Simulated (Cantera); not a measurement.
Mixture: CO : H2 : CH4 : O2 : N2 = 1 : 0.14 : 0.26 : 2.32 : 8.72 (molar parts), at 530000 Pa, adiabatic and at constant volume. Ignition delay is the time to a rise of 400 K.

Model: GRI-Mech 3.0 (53 species, 325 reactions), integrated in Cantera. Below about 1000 K GRI-Mech 3.0 lacks low-temperature oxidation paths.

**Question.** What does this change do: 0.39 parts CO2 added?

**Answer.** 
| quantity | before | after |
|---|---|---|
| delay at 950 K | 33.1 ms | 35.4 ms |
| delay at 1100 K | 1.11 ms | 1.20 ms |
| delay at 1250 K | 0.189 ms | 0.202 ms |
| delay at 1400 K | 59.6 µs | 63.3 µs |
| apparent activation energy between 1325 and 1475 K | 110 kJ/mol | 110 kJ/mol |
